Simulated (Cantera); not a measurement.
Charge: 1 mol Si₃N₄, 1.7 mol H₂, at 2525 K and 1000 Pa.

These are equilibrium values from Cantera (NASA tables, ideal gas, pure condensed phases), not measurements of a reactor. Candidate condensed phases: Si, Si₃N₄; 18 gas species. The tables' values for SiN are old estimates; treat these amounts as uncertain. Gases not in the tables: Si₂H₆ and higher silanes. Rates play no part.

Base state: Si 0.400, N₂ 0.284, H₂ 0.181, H 0.119, Si₂ 0.00777, SiH 0.00433, SiN 0.00207, Si₂N 0.00126 (mole fractions); condensed: gas only.

Question: What changes in the equilibrium state with this change: pressure from 1000 Pa to 24.0 Pa?

Answer: 
```
species    before    after
-------  --------  -------
Si          0.400    0.370
H           0.119    0.346
N₂          0.284    0.247
H₂          0.181   0.0366
Si₃      0.000932  4.22e-7
Si₂N      0.00126  3.74e-6
```
